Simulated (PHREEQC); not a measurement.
Make-up at 25 °C: 3.9 mmol/kgw HF and 0.25 mmol/kgw NH4HF2. Closed to the air; pH follows from the charge balance.

All values are PHREEQC results (ion-association model, wateq4f.dat), not measurements.

| quantity | before | after |
|---|---|---|
| pH | 2.90 | 2.89 |
| ionic strength (mol/kgw) | 0.00156 | 0.00135 |
| HF (mol/kgw) | 0.00278 | 0.00250 |
| F- (mol/kgw) | 0.00154 | 0.00134 |
| H2F2 (mol/kgw) | 2.02e-5 | 1.63e-5 |
| HF2- (mol/kgw) | 1.65e-5 | 1.29e-5 |

### Question
Name the change that produced these shifts.
A. NH4HF2 from 0.00025 to 0.000275 mol/kgw
B. HF replaced by H2SiF6 at the same molality
C. NH4HF2 left out

### Answer
C, NH4HF2 left out

Precipitation was switched off in this run.
